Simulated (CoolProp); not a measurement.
Vapour-liquid equilibrium of hydrogen sulfide (1) + n-pentane (2) at 216.6 K; x and y are mole fractions of (1).

Model: multi-fluid Helmholtz-energy mixture model, Lemmon 2006 and Thol 2019; pair parameters Kunz 2012, in CoolProp.

```
x     bubble pressure (MPa)  y at the bubble point  dew pressure at overall composition x (MPa)  liquid density (mol/L)
----  ---------------------  ---------------------  -------------------------------------------  ----------------------
0.05                0.01251                  0.937                                    0.0008692                   9.980
0.15                0.04046                  0.982                                    0.0009711                   10.67
0.25                0.06652                  0.990                                     0.001100                   11.47
0.35                0.08485                  0.993                                     0.001269                   12.41
0.45                0.09492                  0.994                                     0.001498                   13.52
0.55                0.09937                  0.995                                     0.001828                   14.88
0.65                 0.1015                  0.995                                     0.002346                   16.55
0.75                 0.1039                  0.995                                     0.003272                   18.68
0.85                 0.1085                  0.996                                     0.005407                   21.46
0.95                 0.1165                  0.998                                      0.01561                   25.23
```

No azeotrope shows between x = 0.05 and 0.95.

Pair parameters are fitted to limited data, so mixtures are less certain than the pure fluids. With so large a gap from Raoult's law the liquid may split in two, which this calculation doesn't test in full.
